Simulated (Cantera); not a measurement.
**Equilibrium for silicon epitaxy and polysilicon growth: SiHCl3 + HCl + H2**

Feed: 1 mol SiHCl3, 1.2 mol HCl, a varied amount of H2, at 1273.15 K and 1.10 mbar.

Equilibrium computed with Cantera from the NASA thermochemical tables; the gas is ideal and each condensed phase is pure. Candidate condensed phases: Si; 19 gas species. The tables' values for SiCl3 are old estimates; treat these amounts as uncertain. Equilibrium is a limit: real reactors are often held back by kinetics, nucleation or transport.

| n(H2) (mol) | x H2 | x HCl | x SiCl2 | x SiCl3 | n Si(s) |
|---|---|---|---|---|---|
| 9.8 | 0.765 | 0.158 | 0.0679 | 0.00572 | 0 |
| 12 | 0.797 | 0.137 | 0.0594 | 0.00424 | 0 |
| 15 | 0.826 | 0.123 | 0.0471 | 0.00296 | 0.0641 |
| 18 | 0.847 | 0.112 | 0.0382 | 0.00216 | 0.125 |
| 22 | 0.868 | 0.100 | 0.0299 | 0.00150 | 0.193 |
| 26 | 0.884 | 0.0908 | 0.0241 | 0.00109 | 0.251 |
| 32 | 0.901 | 0.0797 | 0.0183 | 0.000716 | 0.323 |
| 39 | 0.916 | 0.0699 | 0.0138 | 0.000471 | 0.390 |
| 48 | 0.929 | 0.0605 | 0.0102 | 0.000298 | 0.459 |
| 58 | 0.939 | 0.0526 | 0.00762 | 0.000193 | 0.518 |
| 71 | 0.949 | 0.0451 | 0.00553 | 0.000119 | 0.578 |
| 86 | 0.957 | 0.0387 | 0.00405 | 7.47e-5 | 0.631 |
| 110 | 0.966 | 0.0316 | 0.00267 | 4.01e-5 | 0.692 |
x: gas mole fraction; n: condensed amount in mol.

From 9.8 mol H2 to 12 mol H2 nothing is condensed. From 15 mol H2 to 110 mol H2 the condensed part is Si(s). The main Si-bearing gas is SiCl2 throughout.
